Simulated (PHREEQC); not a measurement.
Make-up at 25 °C: 0.032 mol H3PO4, 0.021 mol HF and 1e-05 mol H4SiO4 per kg of water. Closed to the air; pH follows from the charge balance.

Equilibrium calculation in PHREEQC: ion-association model, wateq4f.dat.

```tsv
quantity	before	after
pH	1.91	1.75
ionic strength (mol/kgw)	0.0135	0.0202
H3PO4 (mol/kgw)	0.0197	0.0446
HF (mol/kgw)	0.0180	0.0183
H2PO4- (mol/kgw)	0.0123	0.0194
F- (mol/kgw)	0.00111	0.000787
SI of Quartz (SiO2)	-5.71	-5.46
```

**Question.** Which change was made?
A. HF from 0.021 to 0.105 mol/kgw
B. H3PO4 from 0.032 to 0.064 mol/kgw
C. H3PO4 from 0.032 to 0.32 mol/kgw
D. H4SiO4 from 1e-05 to 2e-05 mol/kgw
E. temperature from 25 to 30 °C

**Answer.** B, H3PO4 from 0.032 to 0.064 mol/kgw

Precipitation was switched off in this run. wateq4f.dat counts part of the HF as a dimer, H2F2, which phreeqc.dat doesn't know; its constant is uncertain. H3PO4, which wateq4f.dat lacks, is added to it with the constant of phreeqc.dat. SiF6-2 is the database's only silicon fluoride.
